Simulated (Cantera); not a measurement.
Source: NASA polynomial tables (part measured, part estimated), evaluated in Cantera. Values are per mole of reaction as written; species without (g) are pure solids or liquids, kept so even where they would boil at 1 bar.

Q: Between 948 and 1073 K, where is each reaction favourable under standard conditions?
- H2S(g) + Ni = H2(g) + NiS
- NiS = S + Ni
- NiS2 = NiS + S

A: 
- H2S(g) + Ni = H2(g) + NiS: ΔG° is -27 kJ at 948 K and -24 kJ at 1073 K; it stays negative (K > 1). ΔH° is -50 kJ and ΔS° -24 J/K at 1073 K.
- NiS = S + Ni: ΔG° is 75 kJ at 948 K and 73 kJ at 1073 K; it stays positive (K < 1). ΔH° is 90 kJ and ΔS° 16 J/K at 1073 K.
- NiS2 = NiS + S: ΔG° is 21 kJ at 948 K and 16 kJ at 1073 K; it stays positive (K < 1). ΔH° is 60 kJ and ΔS° 41 J/K at 1073 K.
